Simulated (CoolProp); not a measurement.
Vapour-liquid equilibrium of dimethyl ether (1) + R236EA (2) at 9.26 bar; x and y are mole fractions of (1).

The numbers come from the multi-fluid Helmholtz-energy mixture model, Wu 2011 and Rui 2013; pair parameters Bell 2016 in CoolProp.

Task: Give the bubble temperature and the first vapour's composition at x = 0.35, 0.65, 0.8. Is there an azeotrope?

Result: x = 0.35: 345.9 K, y = 0.430; x = 0.65: 333.6 K, y = 0.816; x = 0.8: 324.9 K, y = 0.934. No azeotrope shows between x = 0.05 and 0.95.

The pair parameters rest on a limited set of measurements; away from them the model extrapolates.
